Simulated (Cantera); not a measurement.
Charge: 1 mol Si2Cl6, 1.5 mol N2, 3 mol H2, at 1302 °C and 2.93 Torr.

Equilibrium computed with Cantera from the NASA thermochemical tables; the gas is ideal and each condensed phase is pure. Candidate condensed phases: NH4Cl, Si, Si3N4; 28 gas species. The feed counts by its element totals alone. The tables' values for SiCl3, SiCl are old estimates; treat these amounts as uncertain. Kinetics and transport are ignored.

Base state: H2 0.276, SiCl2 0.255, HCl 0.253, N2 0.201, SiCl3 0.0121, SiCl4 0.00150, H 0.000350, Cl 0.000255 (mole fractions); condensed: gas only.

**Question.** What changes in the equilibrium state with this change: pressure from 2.93 Torr to 0.623 Torr?

**Answer.** 
| species | before | after |
|---|---|---|
| H2 | 0.276 | 0.271 |
| SiCl2 | 0.255 | 0.261 |
| HCl | 0.253 | 0.260 |
| SiCl3 | 0.0121 | 0.00592 |
| N2 | 0.201 | 0.201 |
| SiHCl3 | 0.000218 | 4.88e-5 |
| Si | 4.76e-6 | 2.13e-5 |
| SiCl4 | 0.00150 | 0.000352 |
| Cl | 0.000255 | 0.000574 |

**Question.** What changes in the equilibrium state with this change: H2 from 3 to 40 mol?

**Answer.** 
```json
[
 {"species": "H2", "before": "0.276", "after": "0.858"},
 {"species": "HCl", "before": "0.253", "after": "0.0815"},
 {"species": "N2", "before": "0.201", "after": "0.0337"},
 {"species": "SiCl2", "before": "0.255", "after": "0.0263"},
 {"species": "SiCl3", "before": "0.0121", "after": "0.000227"},
 {"species": "SiCl4", "before": "0.00150", "after": "5.14e-6"},
 {"species": "SiHCl3", "before": "0.000218", "after": "7.22e-6"},
 {"species": "Cl", "before": "0.000255", "after": "4.65e-5"},
 {"species": "Si", "before": "4.76e-6", "after": "1.47e-5"},
 {"species": "Si(s), mol", "before": "0", "after": "0.818"}
]
```

**Question.** What changes in the equilibrium state with this change: N2 from 1.5 to 68 mol?

**Answer.** 
```
species          before     after
-------------  --------  --------
N2                0.201     0.919
HCl               0.253    0.0336
H2                0.276    0.0238
SiCl2             0.255    0.0230
SiCl3            0.0121  0.000492
SiHCl3         0.000218   2.61e-6
SiCl4           0.00150   2.76e-5
Si3N4(s), mol         0    0.0882
```
